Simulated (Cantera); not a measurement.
A closed system holds: 1 mol C₃H₆, 0.037 mol O₂, 0.19 mol N₂, 0.067 mol H₂O, equilibrated at 525 K and 10.0 mbar.

Equilibrium computed with Cantera from the NASA thermochemical tables; the gas is ideal and each condensed phase is pure. Candidate condensed phases: C, C₆H₆, C₇H₈, C₈H₁₈, H₂O; 136 gas species. Kinetics and transport are ignored.

Base state: CH₄ 0.594, H₂ 0.245, N₂ 0.0929, H₂O 0.0676, CO₂ 0.000693, NH₃ 6.60e-5, CO 2.89e-5 (mole fractions); condensed: C(graphite).

Problem. What changes in the equilibrium state with this change: temperature from 525 K to 1973.15 K?

Solution. 
| species | before | after |
|---|---|---|
| H₂ | 0.245 | 0.888 |
| N₂ | 0.0929 | 0.0540 |
| CO | 2.89e-5 | 0.0412 |
| CH₄ | 0.594 | 3.60e-6 |
| H₂O | 0.0676 | 4.78e-8 |
| H | <1e-9 | 0.0127 |
| HCN | <1e-9 | 0.00290 |
| CO₂ | 0.000693 | <1e-9 |
| C₂H₂ (acetylene) | <1e-9 | 0.000570 |
| HNC | <1e-9 | 0.000157 |
| NH₃ | 6.60e-5 | 4.09e-8 |
| C(graphite), mol | 1.78 | 2.84 |

Problem. What changes in the equilibrium state with this change: temperature from 525 K to 2598.15 K?

Solution. 
| species | before | after |
|---|---|---|
| H₂ | 0.245 | 0.603 |
| H | <1e-9 | 0.296 |
| N₂ | 0.0929 | 0.0395 |
| CH₄ | 0.594 | 4.68e-7 |
| H₂O | 0.0676 | 4.10e-9 |
| HCN | <1e-9 | 0.0138 |
| CO | 2.89e-5 | 0.0353 |
| C₂H₂ (acetylene) | <1e-9 | 0.00970 |
| HNC | <1e-9 | 0.00181 |
| CO₂ | 0.000693 | <1e-9 |
| C(graphite), mol | 1.78 | 2.71 |
